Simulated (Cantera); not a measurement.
What does this Cantera script print?

```python
import numpy as np
import cantera as ct

gas_names = """
    CL CL2 H HCL H2 Si SiCL SiCL2 SiCL3 SiCL4 SiH SiHCL3 SiH2 SiH2CL2 SiH3 SiH3CL SiH4 Si2 Si3
""".split()
cond_names = """
    Si(cr) Si(L)
""".split()


def load(file, names, dense=False):
    # The tables refer to 1 bar. Condensed volumes are neglected.
    table = {s.name: s for s in ct.Species.list_from_file(file)}
    out = []
    for n in names:
        d = dict(table[n].input_data)
        d["thermo"] = dict(d["thermo"], **{"reference-pressure": 1e5})
        if dense:
            d["equation-of-state"] = {"model": "constant-volume", "density": "1e6 g/cm^3"}
        out.append(ct.Species.from_dict(d))
    return out


gas = ct.Solution(thermo="ideal-gas", species=load("nasa_gas.yaml", gas_names))
cond = {s.name: ct.Solution(thermo="fixed-stoichiometry", species=[s], name=s.name)
        for s in load("nasa_condensed.yaml", cond_names, dense=True)}
atoms = {
    'Si2Cl6': {'Si': 2, 'CL': 6},
    'HCl': {'H': 1, 'CL': 1},
    'H2': {'H': 2},
}
top_T = {}  # K; cautious upper limits of use, not melting points


def equilibrate(T, P, feed):
    n = {}
    for name, mol in feed.items():
        for a, k in atoms[name].items():
            n[a] = n.get(a, 0.0) + k * mol
    gas.TPX = T, P, n
    mass = sum(n.values()) * gas.mean_molecular_weight
    gas.equilibrate("TP")
    valid = [c for c in cond.values() if c.min_temp <= T <= top_T.get(c.name, c.max_temp)]
    mix = ct.Mixture([(gas, mass / gas.mean_molecular_weight)] + [(c, 0.0) for c in valid])
    mix.T, mix.P = T, P
    mix.equilibrate("TP", solver="vcs", rtol=1e-11, max_steps=5000)
    return mix


results = []
feed = {'Si2Cl6': 1, 'HCl': 0.57, 'H2': 670}  # mol
T = 1598.15  # K
P = 27000  # Pa
mix = equilibrate(T, P, feed)
results.append((T, P, feed, dict(zip(mix.species_names, mix.species_moles))))
x = sorted(zip(gas.X, gas.species_names), reverse=True)
print(f"T = {T:g} K  P = {P:g} Pa  gas = {mix.phase_moles(0):.4g} mol")
print("   x: " + "  ".join(f"{s} {v:.3e}" for v, s in x if v > 1e-06))
print("   condensed (mol): " + ("  ".join(f"{mix.phase(i).name} {mix.phase_moles(i):.4g}"
      for i in range(1, mix.n_phases) if mix.phase_moles(i) > 1e-12) or "none"))
```

Result:

```
T = 1598.15 K  P = 27000 Pa  gas = 673.6 mol
   x: H2 9.904e-01  HCL 9.158e-03  SiCL2 2.916e-04  H 1.021e-04  SiH2 4.855e-06  SiCL3 1.923e-06  SiH2CL2 1.262e-06
   condensed (mol): Si(cr) 1.796
```

Equilibrium computed with Cantera from the NASA thermochemical tables; the gas is ideal and each condensed phase is pure. The feed counts by its element totals alone.
